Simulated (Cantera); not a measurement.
What does this Cantera script print?

```python
import numpy as np
import cantera as ct

gas_names = [...]  # 123 gases of nasa_gas.yaml made of C, H, O, Si
cond_names = """
    C(gr) C6H6(L) C7H8(L) C8H18(L),n-octa H2O(s) H2O(L) Si(cr) Si(L) SiC(b) SiO2(Lqz) SiO2(hqz) SiO2(L)
""".split()


# ... load() reads the species with a 1 bar reference pressure and builds the phases ...
atoms = {
    'SiC': {'Si': 1, 'C': 1},
    'CO2': {'C': 1, 'O': 2},
    'H2': {'H': 2},
}
top_T = {'C(gr)': 4500, 'SiC(b)': 3050}  # K; cautious upper limits of use, not melting points


# ... equilibrate(T, P, feed) seeds the gas with the atoms and calls Mixture.equilibrate('TP', solver="vcs", rtol=1e-11, max_steps=5000) ...
results = []
feed = {'SiC': 1, 'CO2': 0.016, 'H2': 610}  # mol
T = 1598  # K
P = 140000  # Pa
mix = equilibrate(T, P, feed)
results.append((T, P, feed, dict(zip(mix.species_names, mix.species_moles))))
x = sorted(zip(gas.X, gas.species_names), reverse=True)
print(f"T = {T:g} K  P = {P:g} Pa  gas = {mix.phase_moles(0):.4g} mol")
print("   x: " + "  ".join(f"{s} {v:.3e}" for v, s in x if v > 1e-05))
print("   condensed (mol): " + ("  ".join(f"{mix.phase(i).name} {mix.phase_moles(i):.4g}"
      for i in range(1, mix.n_phases) if mix.phase_moles(i) > 1e-12) or "none"))
```

Result:

```
T = 1598 K  P = 140000 Pa  gas = 610 mol
   x: H2 9.998e-01  CH4 6.064e-05  H 4.498e-05  SiO 4.190e-05  CO 1.008e-05
   condensed (mol): SiC(b) 0.9728
```

These are equilibrium values from Cantera (NASA tables, ideal gas, pure condensed phases), not measurements of a reactor.
